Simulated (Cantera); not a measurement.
An isothermal, constant-pressure homogeneous reactor starts with CH₄ : N₂ = 1 : 5.3 (molar parts), at 1825 K and 113 Torr.

Model: GRI-Mech 3.0 (53 species, 325 reactions), integrated in Cantera. GRI-Mech 3.0 stops at C3 and has no aromatics, soot or wall deposition, so with more carbon than oxygen in the feed, carbon stays in small species such as C2H2 where larger ones or solid carbon would form.

Predict: x(CH₄) at 40.0 s; x(HCN) at 40.0 s; x(H₂) at 40.0 s; x(CH₂) at 40.0 s; x(C₂H₄) at 40.0 s.


* **x(CH₄) at 40.0 s**: 0.000173 (gas-phase equilibrium 0.000109)
* **x(HCN) at 40.0 s**: 0.000139 (gas-phase equilibrium 0.0840)
* **x(H₂) at 40.0 s**: 0.205 (gas-phase equilibrium 0.205)
* **x(CH₂) at 40.0 s**: 2.55e-8 (gas-phase equilibrium 1.61e-8)
* **x(C₂H₄) at 40.0 s**: 4.11e-5 (gas-phase equilibrium 1.59e-5)
